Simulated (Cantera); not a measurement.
## Transport properties of process gases

Gas mixture: H2O = 0.52 (molar parts), at 0.130 bar, frozen composition.

Cantera's kinetic-theory transport with the Lennard-Jones parameters of GRI-Mech 3.0, ideal gas; thermal conductivity in the mixture-averaged form. Polar gases are described roughly by these parameters.

```
T (K)  ρ (kg/m³)  cp (J/kg/K)  μ (µPa s)  λ (mW/m/K)     Pr  D (cm²/s) CO2  D (cm²/s) H2O  D (cm²/s) N2
-----  ---------  -----------  ---------  ----------  -----  -------------  -------------  ------------
400       0.0704         1902       14.0        37.0  0.718           2.23          0.000          3.09
500       0.0563         1955       17.7        48.2  0.718           3.46          0.000          4.69
600       0.0469         2016       21.5        60.4  0.718           4.93          0.000          6.56
700       0.0402         2082       25.2        73.4  0.716           6.60          0.000          8.66
800       0.0352         2150       29.0        87.3  0.714           8.47          0.000          11.0
900       0.0313         2220       32.6         102  0.712           10.5          0.000          13.5
1000      0.0282         2292       36.2         117  0.712           12.7          0.000          16.2
```
D: mixture-averaged diffusion coefficient of that species in the mixture.
